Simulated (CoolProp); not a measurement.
Properties of hexamethyldisiloxane (MM) along the isobar 79.5 bar.

Computed with CoolProp (reference Helmholtz-energy equation of state, Thol 2016).

| T (K) | phase | Z | cp (kJ/(kg K)) | cv (kJ/(kg K)) | Joule-Thomson coefficient (K/MPa) |
|---|---|---|---|---|---|
| 418.1 | liquid | 0.5721 | 2.194 | 1.838 | -0.2075 |
| 425.4 | liquid | 0.5694 | 2.213 | 1.855 | -0.1871 |
| 432.8 | liquid | 0.5669 | 2.232 | 1.873 | -0.1652 |
| 440.1 | liquid | 0.5649 | 2.251 | 1.890 | -0.1421 |
| 447.4 | liquid | 0.5632 | 2.269 | 1.907 | -0.1174 |
| 454.7 | liquid | 0.5618 | 2.288 | 1.924 | -0.09098 |
| 462 | liquid | 0.5609 | 2.306 | 1.941 | -0.06262 |
| 469.4 | liquid | 0.5603 | 2.325 | 1.957 | -0.03171 |
| 476.7 | liquid | 0.5601 | 2.343 | 1.974 | 0.001121 |
| 484 | liquid | 0.5603 | 2.361 | (withheld) | 0.03651 |
| 491.3 | liquid | 0.5610 | (withheld) | 2.006 | 0.07471 |
| 498.6 | liquid | 0.5620 | 2.397 | (withheld) | 0.1160 |
| 505.9 | liquid | 0.5635 | 2.416 | 2.038 | 0.1606 |
| 513.3 | liquid | 0.5655 | 2.434 | 2.054 | 0.2097 |
| 520.6 | supercritical | 0.5679 | 2.452 | 2.070 | 0.2621 |
| 527.9 | supercritical | 0.5709 | 2.470 | 2.085 | 0.3189 |

### Question
Some entries are withheld; supply them.

### Answer

- 484, cv (kJ/(kg K)): 1.990
- 491.3, cp (kJ/(kg K)): 2.379
- 498.6, cv (kJ/(kg K)): 2.022
